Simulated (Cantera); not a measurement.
## Hydrocarbon pyrolysis for carbon deposition

An isothermal, constant-pressure homogeneous reactor starts with C₂H₆ : N₂ = 0.11 : 4.1 (molar parts), at 1350 K and 3.00 Torr.

Computed with Cantera and GRI-Mech 3.0 (53 species, 325 reactions). GRI-Mech 3.0 stops at C3 and has no aromatics, soot or wall deposition, so with more carbon than oxygen in the feed, carbon stays in small species such as C2H2 where larger ones or solid carbon would form. Radical loss at walls, strong at low pressure, is not modelled.

```csv
t (s),x C₂H₆,x C₂H₄,x C₂H,x CH₂,x CH₃,x C₂H₂,x HCN
0.000600,0.0261,1.78e-7,<1e-12,3.12e-10,5.26e-5,<1e-12,<1e-12
0.00165,0.0260,3.46e-6,<1e-12,5.93e-9,0.000142,7.74e-11,<1e-12
0.00456,0.0258,6.87e-5,<1e-12,8.60e-8,0.000369,1.90e-8,8.39e-11
0.0126,0.0245,0.000944,5.33e-11,5.41e-7,0.000920,3.91e-6,1.10e-8
0.0346,0.0184,0.00567,1.32e-9,1.34e-6,0.00177,0.000187,7.60e-8
0.0955,0.00550,0.0140,9.93e-9,1.41e-6,0.00135,0.00270,2.14e-7
0.263,0.000252,0.0111,1.43e-8,3.03e-7,0.000318,0.00993,3.25e-7
0.726,1.43e-5,0.00651,6.26e-9,3.41e-8,9.17e-5,0.0148,3.38e-7
2.00,2.49e-6,0.00355,3.00e-9,5.95e-9,3.71e-5,0.0178,3.39e-7
```
x: mole fraction; the columns are a selection and need not sum to one.

Equilibrium at this temperature and pressure: C₂H₆ 1.33e-11, C₂H₄ 2.18e-6, C₂H 8.38e-10, CH₂ 7.45e-12, CH₃ 6.56e-8, C₂H₂ 0.00736, HCN 0.0349 (gas phase only).
